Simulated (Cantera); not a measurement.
Standard-state values (1 bar) from the NASA 1993 polynomials, evaluated with Cantera. Values are per mole of reaction as written; species without (g) are pure solids or liquids, kept so even where they would boil at 1 bar.

Q: Between 300 and 1598 K, where is each reaction favourable under standard conditions?
- 7 CO2(g) + CS2(g) = 2 SO3(g) + 8 CO(g)
- O(g) + SO2(g) = SO3(g)
- CO2(g) + CS2(g) = 2 COS(g)

A: 
- 7 CO2(g) + CS2(g) = 2 SO3(g) + 8 CO(g): ΔG° is 854 kJ at 300 K and 388 kJ at 1598 K; it stays positive (K < 1). ΔH° is 942 kJ and ΔS° 346 J/K at 1598 K.
- O(g) + SO2(g) = SO3(g): ΔG° is -302 kJ at 300 K and -98 kJ at 1598 K; it stays negative (K > 1). ΔH° is -350 kJ and ΔS° -157 J/K at 1598 K.
- CO2(g) + CS2(g) = 2 COS(g): ΔG° is -4 kJ at 300 K and -19 kJ at 1598 K; it stays negative (K > 1). ΔH° is 0 kJ and ΔS° 12 J/K at 1598 K.
